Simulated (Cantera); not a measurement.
What does this Cantera script print?

```python
import numpy as np
import cantera as ct

gas = ct.Solution("gri30.yaml")
gas.TPX = 650, 66000, {'CH4': 1, 'C2H6': 0.4, 'O2': 4.59, 'N2': 45.5}
inlet = ct.Reservoir(gas, clone=True)
gas.equilibrate("HP")  # start burning
reactor = ct.IdealGasConstPressureReactor(gas, energy="on", clone=False)
exhaust = ct.Reservoir(gas, clone=True)
tau = [0.086, 0.042, 0.02, 0.01, 0.0049, 0.0024, 0.0012, 0.00057, 0.00028, 0.00014, 6.6e-05, 3.2e-05, 1.6e-05][0]
for a, b in ((inlet, reactor), (reactor, exhaust)):
    ct.MassFlowController(a, b, mdot=lambda t: reactor.mass / tau)
net = ct.ReactorNet([reactor])
show = ['CH4', 'C2H6', 'O2', 'NO2', 'C2H2']

rows = []
print(f"{'tau/s':>10s}{'T/K':>9s}" + "".join(f"{s:>11s}" for s in show))
for tau in [0.086, 0.042, 0.02, 0.01, 0.0049, 0.0024, 0.0012, 0.00057, 0.00028, 0.00014, 6.6e-05, 3.2e-05, 1.6e-05]:
    net.initial_time = 0.0
    net.advance(30 * tau)
    before = gas.X
    net.advance(40 * tau)
    drift = np.max(np.abs(gas.X - before) / (gas.X + 1e-9))
    rows.append([gas.T, *gas[show].X, drift])
    print(f"{tau:10.3e}{gas.T:9.1f}" + "".join(f"{x:11.3e}" for x in gas[show].X))
```

It prints:

```
     tau/s      T/K        CH4       C2H6         O2        NO2       C2H2
 8.600e-02   1415.8  2.063e-05  2.094e-06  2.337e-02  2.794e-09  7.172e-07
 4.200e-02   1409.9  3.332e-05  3.307e-06  2.362e-02  2.352e-09  7.193e-07
 2.000e-02   1400.3  5.602e-05  5.397e-06  2.407e-02  2.034e-09  6.992e-07
 1.000e-02   1386.3  9.486e-05  8.841e-06  2.480e-02  1.743e-09  6.854e-07
 4.900e-03   1363.2  1.793e-04  1.606e-05  2.615e-02  1.391e-09  7.355e-07
 2.400e-03    650.0  1.942e-02  7.768e-03  8.914e-02  9.461e-21  1.490e-19
 1.200e-03    650.0  1.942e-02  7.768e-03  8.914e-02  7.018e-24  1.105e-22
 5.700e-04    650.0  1.942e-02  7.768e-03  8.914e-02  1.310e-26  2.062e-25
 2.800e-04    650.0  1.942e-02  7.768e-03  8.914e-02  8.107e-29  1.276e-27
 1.400e-04    650.0  1.942e-02  7.768e-03  8.914e-02  3.002e-31  4.727e-30
 6.600e-05    650.0  1.942e-02  7.768e-03  8.914e-02  7.175e-33  1.130e-31
 3.200e-05    650.0  1.942e-02  7.768e-03  8.914e-02  3.113e-34  4.901e-33
 1.600e-05    650.0  1.942e-02  7.768e-03  8.914e-02  1.766e-35  2.780e-34
```

Cantera simulation using GRI-Mech 3.0 (53 species, 325 reactions); the numbers are that mechanism's predictions, not measurements.
